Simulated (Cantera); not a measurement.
An adiabatic, constant-volume homogeneous reactor starts with 6.65 % CH4, 19.5 % O2, 73.8 % N2, at 1598 K and 2.40 bar.

Detailed kinetics in Cantera: GRI-Mech 3.0 (53 species, 325 reactions).

Problem. Predict: time of steepest temperature rise; temperature at 0.400 s; equilibrium temperature; x(O2) at 0.400 s; x(O) at 0.400 s; x(N2O) at 0.400 s; x(H2O2) at 0.400 s; x(CO) at 0.400 s.

Solution. time of steepest temperature rise: 0.205 ms
temperature at 0.400 s: 2841 K
equilibrium temperature: 2841 K
x(O2) at 0.400 s: 0.0556 (gas-phase equilibrium 0.0556)
x(O) at 0.400 s: 0.00722 (gas-phase equilibrium 0.00722)
x(N2O) at 0.400 s: 2.13e-6 (gas-phase equilibrium 2.13e-6)
x(H2O2) at 0.400 s: 7.46e-7 (gas-phase equilibrium 7.46e-7)
x(CO) at 0.400 s: 0.0174 (gas-phase equilibrium 0.0174)
